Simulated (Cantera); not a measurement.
What does this Cantera script print?

```python
import numpy as np
import cantera as ct

gas_names = """
    C CH CH2 CH3 CH2OH CH3O CH4 CH3OH CO CO2 COOH C2 C2H CHCO,ketyl C2H2,acetylene C2H2,vinylidene
    CH2CO,ketene C2H3,vinyl CH3CO,acetyl C2H4 C2H4O,ethylen CH3CHO,ethanal CH3COOH (HCOOH)2 C2H5 C2H6
    CH3OCH3 C2H5OH C2O C3 C3H3,propargyl C3H4,allene C3H4,propyne C3H4,cyclo- C3H5,allyl C3H6,propylene
    C3H6,cyclo- C3H6O C3H7,n-propyl C3H7,i-propyl C3H8 C3H8O,1propanol C3H8O,2propanol C3O2 C4 C4H2
    C4H4,1,3-cyclo- C4H6,butadiene C4H6,2-butyne C4H6,cyclo- C4H8,1-butene C4H8,cis2-buten
    C4H8,tr2-butene C4H8,isobutene C4H8,cyclo- (CH3COOH)2 C4H9,n-butyl C4H9,i-butyl C4H9,s-butyl
    C4H9,t-butyl C4H10,isobutane C4H10,n-butane C5 C5H6,1,3cyclo- C5H8,cyclo- C5H10,1-pentene
    C5H10,cyclo- C5H11,pentyl C5H11,t-pentyl C5H12,n-pentane C5H12,i-pentane CH3C(CH3)2CH3 C6H2
    C6H5,phenyl C6H5O,phenoxy C6H6 C6H5OH,phenol C6H10,cyclo- C6H12,1-hexene C6H12,cyclo- C6H13,n-hexyl
    C7H7,benzyl C7H8 C7H8O,cresol C7H14,1-heptene C7H15,n-heptyl C7H16,n-heptane C8H8,styrene
    C8H10,ethylbenz C8H16,1-octene C8H17,n-octyl C8H18,isooctane C8H18,n-octane C9H19,n-nonyl
    C10H8,naphthale C10H21,n-decyl C12H9,o-bipheny C12H10,bipheny H HCO HO2 H2 HCHO,formaldehy HCOOH H2O
    H2O2 O OH O2 O3 Si SiC SiC2 SiC4H12 SiH SiH2 SiH3 SiH4 SiO SiO2 Si2 Si2C Si3
""".split()
cond_names = """
    C(gr) C6H6(L) C7H8(L) C8H18(L),n-octa H2O(s) H2O(L) Si(cr) Si(L) SiC(b) SiO2(Lqz) SiO2(hqz) SiO2(L)
""".split()


def load(file, names, dense=False):
    # The tables refer to 1 bar. Condensed volumes are neglected.
    table = {s.name: s for s in ct.Species.list_from_file(file)}
    out = []
    for n in names:
        d = dict(table[n].input_data)
        d["thermo"] = dict(d["thermo"], **{"reference-pressure": 1e5})
        if dense:
            d["equation-of-state"] = {"model": "constant-volume", "density": "1e6 g/cm^3"}
        out.append(ct.Species.from_dict(d))
    return out


gas = ct.Solution(thermo="ideal-gas", species=load("nasa_gas.yaml", gas_names))
cond = {s.name: ct.Solution(thermo="fixed-stoichiometry", species=[s], name=s.name)
        for s in load("nasa_condensed.yaml", cond_names, dense=True)}
atoms = {
    'SiC': {'Si': 1, 'C': 1},
    'O2': {'O': 2},
    'H2': {'H': 2},
}
top_T = {'C(gr)': 4500, 'SiC(b)': 3050}  # K; cautious upper limits of use, not melting points


def equilibrate(T, P, feed):
    n = {}
    for name, mol in feed.items():
        for a, k in atoms[name].items():
            n[a] = n.get(a, 0.0) + k * mol
    gas.TPX = T, P, n
    mass = sum(n.values()) * gas.mean_molecular_weight
    gas.equilibrate("TP")
    valid = [c for c in cond.values() if c.min_temp <= T <= top_T.get(c.name, c.max_temp)]
    mix = ct.Mixture([(gas, mass / gas.mean_molecular_weight)] + [(c, 0.0) for c in valid])
    mix.T, mix.P = T, P
    mix.equilibrate("TP", solver="vcs", rtol=1e-11, max_steps=5000)
    return mix


results = []
feed = {'SiC': 1, 'O2': 0.013, 'H2': 5.6}  # mol
P = 4.7  # Pa
for T in [1023, 1098, 1173, 1248, 1323, 1398, 1473, 1548, 1623, 1698, 1773, 1848, 1923]:
    mix = equilibrate(T, P, feed)
    results.append((T, P, feed, dict(zip(mix.species_names, mix.species_moles))))

top = {s: max(r[3][s] / sum(r[3][g] for g in gas_names) for r in results) for s in gas_names}
cols = sorted((s for s in top if top[s] > 0.0001), key=lambda s: -top[s])[:5]
seen = [c for c in cond_names if any(r[3].get(c, 0) > 1e-12 for r in results)]
print("log10 of partial pressures in bar; condensed amounts in mol")
print(f"{'T/K':>10s}" + "".join(f"{s[:9]:>10s}" for s in cols + seen))
for T, P, feed, n in results:
    ng = sum(n[g] for g in gas_names)
    print(f"{T:10.4g}" + "".join(f"{np.log10(max(n[s] / ng * P / 1e5, 1e-99)):10.3f}" for s in cols)
          + "".join(f"{n.get(c, 0):10.4g}" for c in seen))
```

It prints:

```
log10 of partial pressures in bar; condensed amounts in mol
       T/K        H2         H        Si        CO       SiO     C(gr)    SiC(b) SiO2(hqz)
      1023    -4.329   -10.547   -18.154    -7.139   -10.340         0    0.9913  0.008666
      1098    -4.329    -9.771   -15.636    -7.135    -8.653         0    0.9912   0.00849
      1173    -4.329    -9.093   -13.508    -7.033    -7.217         0    0.9889  0.003835
      1248    -4.330    -8.496   -12.131    -6.964    -6.964         0     0.987         0
      1323    -4.330    -7.965   -10.993    -6.964    -6.964         0     0.987         0
      1398    -4.330    -7.490    -9.978    -6.964    -6.965         0     0.987         0
      1473    -4.331    -7.063    -9.069    -6.963    -6.966         0    0.9869         0
      1548    -4.332    -6.678    -8.256    -6.954    -6.977         0    0.9867         0
      1623    -4.335    -6.328    -7.557    -6.913    -7.028         0    0.9853         0
      1698    -4.340    -6.010    -7.028    -6.810    -7.225         0    0.9811         0
      1773    -4.350    -5.721    -6.749    -6.707    -7.806         0    0.9756         0
      1848    -4.366    -5.458    -6.659    -6.685    -8.745         0    0.9711         0
      1923    -4.397    -5.224    -6.160    -6.702    -8.814    0.0593    0.9033         0
```

These are equilibrium values from Cantera (NASA tables, ideal gas, pure condensed phases), not measurements of a reactor. Mutual solubility and eutectic melting of coexisting phases are not modelled. The tables hold silica as quartz up to 1696 K and as liquid above; real silica turns to tridymite and cristobalite and melts near 1996 K.
